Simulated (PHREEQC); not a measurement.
A solution holds 0.25 mol/kgw HBr and 0.0006 mol/kgw CaCl2, at 21 °C. Closed to the air; pH follows from the charge balance.

Equilibrium calculation in PHREEQC: Pitzer model, pitzer.dat.

```
Property                      Value
--------------------  -------------
pH                             0.67
ionic strength        0.252 mol/kgw
activity of water             0.991
specific conductance    74800 µS/cm
density                 1.012 g/cm³
osmotic coefficient           0.961
total alkalinity        -250 meq/kg
```

```
species  molality  activity   log γ
-------  --------  --------  ------
H+          0.250     0.212  -0.071
Br-         0.250     0.179  -0.144
Cl-       0.00120  0.000840  -0.155
Ca+2     0.000600  0.000205  -0.467
```

No solid was allowed to form. Complexes and solids missing from the database can't appear.
